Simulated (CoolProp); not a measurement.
R1336mzz(E) along the isobar 0.101 MPa: density (kg/m³) from the reference equation and from simpler models built on Tc = 403.5 K, pc = 2.779 MPa, ω = 0.413; each cubic takes its own stable root.

Model: reference Helmholtz-energy equation of state, Akasaka 2023, in CoolProp.

```tsv
T (K)	phase	reference	van der Waals	Peng-Robinson
258.9	liquid	1435	7.944	1423
302.1	gas	6.853	6.743	6.836
323.6	gas	6.344	6.274	6.338
345.2	gas	5.910	5.866	5.910
366.8	gas	5.536	5.508	5.539
388.4	gas	5.210	5.193	5.213
410	gas	4.922	4.912	4.925
```

At some of these states van der Waals gives the other phase, because its saturation line lies elsewhere.
